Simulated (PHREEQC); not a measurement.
0.026 g of hydrous ferric oxide (600 m²/g; 0.2 weak and 0.005 strong sites per Fe, Dzombak-Morel constants, diffuse double layer) in 1 kg of water with 0.005 mol/kgw of an inert sodium salt, at 25 °C; the pH is set by adding NaOH or the inert anion's acid. Oxygen is held at 0.21 atm. CO2 from the air is kept out. Nothing may precipitate in this run.

Computed with PHREEQC (ion-association model, wateq4f.dat).

| pH | surface charge σ (C/m²) | surface potential ψ (mV) |
|---|---|---|
| 3 | 0.302 | 215 |
| 3.67 | 0.221 | 203 |
| 5 | 0.090 | 158 |
| 5.67 | 0.051 | 129 |
| 6.33 | 0.027 | 97 |
| 7.67 | 0.004 | 25 |
| 8.33 | -0.002 | -12 |
| 9 | -0.009 | -50 |
| 10.33 | -0.042 | -119 |
| 11 | -0.081 | -148 |

The oxide is taken as insoluble; below pH 4 it would dissolve.
